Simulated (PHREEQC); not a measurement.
Dissolve 150 mmol/kgw KHSO4 and 160 mmol/kgw Al(NO3)3 at 15 °C. Closed to the air; pH follows from the charge balance.

All values are PHREEQC results (ion-association model, wateq4f.dat), not measurements.

```json
{
  "pH": "1.06",
  "ionic_strength": "0.800 mol/kgw",
  "activity_of_water": "0.984",
  "total_alkalinity": "-150 meq/kg"
}
```

```csv
species,molality,activity,log γ
NO3-,0.480,0.277,-0.239
K+,0.147,0.0910,-0.210
H+,0.115,0.0863,-0.124
AlSO4+,0.0784,0.0502,-0.194
Al+3,0.0730,0.00564,-1.112
HSO4-,0.0342,0.0219,-0.194
```

This is a speciation only: nothing precipitates in the calculation. Ionic strength above about 0.7 mol/kgw puts this run outside the model's range. Complexes and solids missing from the database can't appear.
